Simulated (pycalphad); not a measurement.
An equivalent pycalphad script:

```python
from pycalphad import Database, equilibrium, calculate, variables as v
import numpy as np
db = Database('COST507.tdb')
comps = ['MG', 'AL', 'SI', 'VA']
phases = ['ALMG_BETA', 'ALMG_EPS', 'ALMG_GAMMA', 'DIAMOND_A4', 'FCC_A1', 'HCP_A3', 'LIQUID', 'MG2SI']
eq = equilibrium(db, comps, phases, {v.X('AL'): 0.0123, v.X('SI'): 0.0144, v.T: np.arange(1650, 349, -50), v.P: 101325, v.N: 1}, output=['HM', 'SM'])
```

CALPHAD calculation (pycalphad, COST 507 light-alloy database (1999)), 1 atm. No gas phase is included, though pure Mg would boil below 1650 K. These are 1990s assessments: newer ones move some temperatures and phases. Amounts are mole fractions of atoms. Kinetics are ignored, which matters at the lower temperatures.

Results at three of the temperatures:

```
T = 950.00 K, P = 101325 Pa, N = 1 mol of atoms
G = -44556 J/mol, H = 26773 J/mol, S = 75.08 J/(mol K)  (SER reference)
chemical potentials (J/mol): Mg -43572, Al -75157, Si -84884
phase             fraction      x(Mg)      x(Al)      x(Si)
LIQUID              1.0000     0.9733     0.0123     0.0144
```

```
T = 500.00 K, P = 101325 Pa, N = 1 mol of atoms
G = -18706 J/mol, H = 4414 J/mol, S = 46.24 J/(mol K)  (SER reference)
chemical potentials (J/mol): Mg -17840, Al -25513, Si -71404
phase             fraction      x(Mg)      x(Al)      x(Si)
HCP_A3              0.9568     0.9871     0.0129   2.02e-10
MG2SI               0.0432     0.6667       none     0.3333
```

```
T = 350.00 K, P = 101325 Pa, N = 1 mol of atoms
G = -12442 J/mol, H = 396 J/mol, S = 36.68 J/(mol K)  (SER reference)
chemical potentials (J/mol): Mg -11561, Al -15877, Si -69024
phase             fraction      x(Mg)      x(Al)      x(Si)
HCP_A3              0.9427     0.9931     0.0069      1e-14
MG2SI               0.0432     0.6667       none     0.3333
ALMG_GAMMA          0.0141     0.5860     0.4140       none
```

Changes of the phase set, refined by bisection:

```tsv
T (K)	phases above	phases below
917.8	liquid	liquid + MG2SI
905.2	liquid + MG2SI	hcp + liquid + MG2SI
887.5	hcp + liquid + MG2SI	hcp + MG2SI
398.2	hcp + MG2SI	ALMG_GAMMA + hcp + MG2SI
```

Database names, with the compositions (at.%) that they take in these runs: MG2SI: Mg 67 Si 33; ALMG_GAMMA: Mg 59 Al 41. HCP_A3 is hcp. An entry "none" or "no" means that the model of the phase leaves that element out.
